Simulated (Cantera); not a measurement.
What does this Cantera script print?

```python
import numpy as np
import cantera as ct

gas = ct.Solution("gri30.yaml")
gas.TPX = 1373, 500000, {'CO': 0.011, 'O2': 0.0048, 'H2O': 0.024, 'N2': 1}
reactor = ct.IdealGasConstPressureReactor(gas, energy="off", clone=False)
net = ct.ReactorNet([reactor])
net.rtol, net.atol = 1e-08, 1e-18
show = ['CO', 'O2', 'H2O', 'H2', 'NO', 'H']
times = np.geomspace(0.0002, 40, 14)

steps = ct.SolutionArray(gas, extra=["t"])
rows = []
print(f"{'t/s':>10s}{'T/K':>9s}{'P/Pa':>11s}" + "".join(f"{s:>11s}" for s in show))
for t in times:
    while net.time < t:
        t_next = net.step()
        steps.append(gas.state, t=t_next)
    rows.append([np.interp(t, steps.t, y) for y in (steps.T, steps.P, *steps(*show).X.T)])
    print(f"{t:10.3e}{rows[-1][0]:9.1f}{rows[-1][1]:11.4g}" + "".join(f"{x:11.3e}" for x in rows[-1][2:]))
rate = np.gradient(steps.T, steps.t)
print("integrator steps:", len(steps.t))
if steps.T.max() > steps.T[0] + 200:
    print(f"time of steepest temperature rise: {steps.t[rate.argmax()]:.4e} s")
gas.TPX = 1373, 500000, {'CO': 0.011, 'O2': 0.0048, 'H2O': 0.024, 'N2': 1}
gas.equilibrate("TP")
print(f"equilibrium (TP): T = {gas.T:.1f} K  " + "  ".join(f"{s} {gas[s].X[0]:.3e}" for s in show))
```

It prints:

```
       t/s      T/K       P/Pa         CO         O2        H2O         H2         NO          H
 2.000e-04   1373.0      5e+05  1.057e-02  4.614e-03  2.308e-02  1.383e-06  3.854e-13  7.191e-07
 5.114e-04   1373.0      5e+05  7.760e-03  3.413e-03  2.240e-02  5.048e-04  8.648e-08  2.231e-04
 1.308e-03   1373.0      5e+05  2.080e-03  6.766e-04  2.243e-02  6.279e-04  5.745e-07  1.393e-04
 3.345e-03   1373.0      5e+05  8.839e-04  9.080e-05  2.250e-02  6.445e-04  6.880e-07  4.902e-05
 8.553e-03   1373.0      5e+05  6.907e-04  1.085e-05  2.249e-02  6.816e-04  7.051e-07  1.449e-05
 2.187e-02   1373.0      5e+05  6.576e-04  1.671e-06  2.249e-02  6.982e-04  7.065e-07  4.219e-06
 5.593e-02   1373.0      5e+05  6.500e-04  3.512e-07  2.248e-02  7.038e-04  7.041e-07  1.347e-06
 1.430e-01   1373.0      5e+05  6.477e-04  9.190e-08  2.248e-02  7.057e-04  7.003e-07  4.668e-07
 3.658e-01   1373.0      5e+05  6.469e-04  2.720e-08  2.248e-02  7.065e-04  6.959e-07  1.730e-07
 9.353e-01   1373.0      5e+05  6.465e-04  8.137e-09  2.248e-02  7.068e-04  6.911e-07  7.278e-08
 2.392e+00   1373.0      5e+05  6.464e-04  1.757e-09  2.248e-02  7.069e-04  6.848e-07  4.459e-08
 6.117e+00   1373.0      5e+05  6.463e-04  9.654e-11  2.248e-02  7.070e-04  6.721e-07  4.103e-08
 1.564e+01   1373.0      5e+05  6.463e-04  1.895e-11  2.248e-02  7.070e-04  6.420e-07  4.086e-08
 4.000e+01   1373.0      5e+05  6.462e-04  1.876e-11  2.248e-02  7.069e-04  5.750e-07  4.069e-08
integrator steps: 1969
equilibrium (TP): T = 1373.0 K  CO 6.460e-04  O2 1.801e-11  H2O 2.248e-02  H2 7.067e-04  NO 6.398e-09  H 3.986e-08
```

Detailed kinetics in Cantera: GRI-Mech 3.0 (53 species, 325 reactions).
